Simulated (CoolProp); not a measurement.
Vapour-liquid equilibrium of propane (1) + n-perfluorobutane (2) at 2.59 bar; x and y are mole fractions of (1).

The numbers come from the multi-fluid Helmholtz-energy mixture model, Lemmon 2009 and Gao 2022; pair parameters Bell 2016 in CoolProp.

```
x     bubble temperature (°C)  y at the bubble point  dew temperature at overall composition x (°C)  liquid density (mol/L)
----  -----------------------  ---------------------  ---------------------------------------------  ----------------------
0.05                     12.8                  0.327                                           22.5                   6.607
0.15                     -2.3                  0.641                                           19.2                   7.141
0.25                     -9.9                  0.754                                           15.7                   7.600
0.35                    -13.5                  0.800                                           11.9                   8.039
0.45                    -15.2                  0.823                                            7.6                   8.499
0.55                    -16.1                  0.836                                            2.7                   9.008
0.65                    -16.8                  0.848                                           -2.9                   9.591
0.75                    -17.4                  0.866                                           -9.6                   10.27
0.85                    -18.1                  0.895                                          -16.8                   11.07
0.95                    -18.5                  0.952                                          -18.5                   12.01
```

No azeotrope shows between x = 0.05 and 0.95.

The pair parameters rest on a limited set of measurements; away from them the model extrapolates. With so large a gap from Raoult's law the liquid may split in two, which this calculation doesn't test in full.
